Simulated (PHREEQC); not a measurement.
Consider water at 25 °C with 96 mmol/kgw MgCl2, 0.083 mmol/kgw CO2 and 39 mmol/kgw KCl. Closed to the air; pH follows from the charge balance.

Model: Pitzer model, pitzer.dat, run in PHREEQC.

Each row changes one thing in this solution. No solid was allowed to form.

```csv
case,pH,CO2 (mol/kgw),HCO3- (mol/kgw),MgOH+ (mol/kgw),MgCO3 (mol/kgw),CO3-2 (mol/kgw),SI of Sylvite (KCl),SI of Magnesite (MgCO3)
as made,5.18,7.45e-5,8.48e-6,7.31e-9,8.88e-10,3.54e-10,-3.26,-4.15
KCl from 0.039 to 0.0039 mol/kgw,5.18,7.46e-5,8.44e-6,7.74e-9,9.26e-10,3.46e-10,___,-4.13
temperature from 25 to 50 °C,5.15,7.37e-5,9.30e-6,4.86e-8,1.71e-9,5.58e-10,___,-3.94
diluted 5-fold with water,5.59,1.35e-5,3.11e-6,5.93e-9,3.12e-10,1.31e-10,-4.54,-4.60
diluted 2-fold with water,5.36,3.60e-5,5.52e-6,6.79e-9,5.74e-10,2.16e-10,-3.81,-4.34
KCl from 0.039 to 0.195 mol/kgw,5.17,7.44e-5,8.59e-6,6.03e-9,7.70e-10,3.81e-10,-2.38,-4.21
MgCl2 replaced by MgSO4 at the same molality,___,6.94e-5,1.36e-5,1.12e-8,1.51e-9,8.03e-10,-4.07,-3.92
```

What belongs in the gaps?


- KCl from 0.039 to 0.0039 mol/kgw, SI of Sylvite (KCl): -4.32
- temperature from 25 to 50 °C, SI of Sylvite (KCl): -3.49
- MgCl2 replaced by MgSO4 at the same molality, pH: 5.39

At this temperature some constants are extrapolated from 25 °C, and those without enthalpy data are left unchanged.
